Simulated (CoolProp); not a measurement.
Nitrogen at 298.15 K and 11.9 MPa flows at 0.73 m/s in a round tube of 50 mm bore and 15 µm roughness, fully developed (64/Re and Nu = 3.66 if laminar; Colebrook and Gnielinski if turbulent). Each further row changes one setting.

Values from CoolProp's reference Helmholtz-energy equation of state, Span 2000.

```csv
case,Reynolds number,Darcy friction factor,pressure drop (Pa/m),heat-transfer coefficient (W/(m² K)),mass flow (kg/h)
as stated,237000,0.0174,12.3,[?],[?]
velocity 1.46 m/s,475000,0.0163,[?],[?],[?]
diameter 100 mm,475000,0.0150,[?],244,2750
```

Complete the blanks.


- as stated, heat-transfer coefficient (W/(m² K)): 283
- as stated, mass flow (kg/h): 687
- velocity 1.46 m/s, pressure drop (Pa/m): 46.3
- velocity 1.46 m/s, heat-transfer coefficient (W/(m² K)): 532
- velocity 1.46 m/s, mass flow (kg/h): 1370
- diameter 100 mm, pressure drop (Pa/m): 5.33

Viscosity comes from a separate model (Lemmon 2004). Thermal conductivity comes from a separate model (Lemmon 2004).
